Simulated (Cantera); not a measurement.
Gas mixture: 100 % NO, at 5.00 bar, frozen composition.

Cantera's kinetic-theory transport with the Lennard-Jones parameters of GRI-Mech 3.0, ideal gas; thermal conductivity in the mixture-averaged form. The composition is frozen, though it would react at the higher temperatures.

D: mixture-averaged diffusion coefficient of that species in the mixture.

| T (K) | ρ (kg/m³) | cp (J/kg/K) | μ (µPa s) | λ (mW/m/K) | Pr | D (cm²/s) H₂O | D (cm²/s) CH₃ | D (cm²/s) H |
|---|---|---|---|---|---|---|---|---|
| 400 | 4.51 | 998.6 | 23.1 | 32.4 | 0.712 | 0.0792 | ? | 0.412 |
| 550 | 3.28 | 1028 | 28.9 | 42.0 | 0.707 | 0.144 | ? | 0.714 |
| 700 | 2.58 | 1067 | 34.0 | 51.3 | 0.707 | 0.222 | ? | 1.08 |
| 850 | 2.12 | 1104 | 38.6 | 60.2 | 0.708 | 0.314 | ? | 1.49 |
| 1000 | 1.80 | 1133 | 42.9 | 68.6 | 0.709 | 0.417 | ? | 1.96 |
| 1150 | 1.57 | 1153 | 47.0 | 76.7 | 0.707 | 0.531 | ? | 2.48 |
| 1300 | 1.39 | 1171 | 50.9 | 84.5 | 0.706 | 0.655 | ? | 3.04 |
| 1450 | 1.24 | 1186 | 54.7 | 91.9 | 0.706 | 0.788 | ? | 3.65 |

**Question.** Some entries are withheld; supply them.

**Answer.** 
- 400, D (cm²/s) CH₃: 0.0751
- 550, D (cm²/s) CH₃: 0.130
- 700, D (cm²/s) CH₃: 0.196
- 850, D (cm²/s) CH₃: 0.272
- 1000, D (cm²/s) CH₃: 0.358
- 1150, D (cm²/s) CH₃: 0.452
- 1300, D (cm²/s) CH₃: 0.554
- 1450, D (cm²/s) CH₃: 0.665
